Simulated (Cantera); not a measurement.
Source: NASA polynomial tables (part measured, part estimated), evaluated in Cantera. Values are per mole of reaction as written; species without (g) are pure solids or liquids, kept so even where they would boil at 1 bar.

### Question
Between 300 and 598 K, where is each reaction favourable under standard conditions?
- 2 Ba + S2(g) = 2 BaS
- 1.5 Ni + S2(g) = 0.5 Ni3S4
- Ni + S2(g) = NiS2

### Answer
- 2 Ba + S2(g) = 2 BaS: ΔG° is -997 kJ at 300 K and -939 kJ at 598 K; it stays negative (K > 1). ΔH° is -1053 kJ and ΔS° -190 J/K at 598 K.
- 1.5 Ni + S2(g) = 0.5 Ni3S4: ΔG° is -225 kJ at 300 K and -173 kJ at 598 K; it stays negative (K > 1). ΔH° is -275 kJ and ΔS° -170 J/K at 598 K.
- Ni + S2(g) = NiS2: ΔG° is -204 kJ at 300 K and -150 kJ at 598 K; it stays negative (K > 1). ΔH° is -257 kJ and ΔS° -179 J/K at 598 K.
